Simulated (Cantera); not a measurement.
**Ignition delay**

Mixture: CO : H2 : CH4 : O2 : N2 : H2O = 1 : 0.39 : 0.034 : 1.91 : 7.17 : 0.49 (molar parts), equivalence ratio 0.40, at 10.0 bar, adiabatic and at constant pressure. Ignition delay is the time to a rise of 400 K.

Model: GRI-Mech 3.0 (53 species, 325 reactions), integrated in Cantera. Below about 1000 K GRI-Mech 3.0 lacks low-temperature oxidation paths. Below about 950 K walls govern HO2 and H2O2 in real vessels.

```tsv
T0 (K)	delay (ms)
925	70.2
975	19.3
1025	5.87
1075	1.94
1125	0.684
1175	0.252
1225	0.0958
1275	0.0394
```

```json
{
 "apparent activation energy between 1175 and 1275 K": "230 kJ/mol"
}
```
